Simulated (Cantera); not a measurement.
An adiabatic, constant-volume homogeneous reactor starts with H2 : O2 : N2 : H2O = 1 : 0.526 : 1.98 : 0.11 (molar parts), at 1698 K and 720000 Pa. Integrator tolerance rtol = 1e-08.

Detailed kinetics in Cantera: the H2/O2 subset of GRI-Mech 3.0, which has no nitrogen chemistry. The hydrogen kinetics of GRI-Mech 3.0 are dated; newer H2 mechanisms differ, most at raised pressure. Above 3000 K some thermodynamic fits are extrapolated.

**Question.** How do the results move with these cheaper or finer settings: full GRI-Mech 3.0 in place of its H2/O2 subset; rtol 1e-08 to 0.01?

**Answer.** 
```tsv
setting	time of steepest temperature rise	temperature at 8.00 s	equilibrium temperature	x(H2) at 8.00 s	integrator steps
as above	1.10 µs	3206 K	3206 K	0.0453	988
full GRI-Mech 3.0 in place of its H2/O2 subset	1.10 µs	3183 K	3183 K	0.0478	1163
rtol 1e-08 to 0.01	1.68 µs	3209 K	3206 K	0.0456	209
```
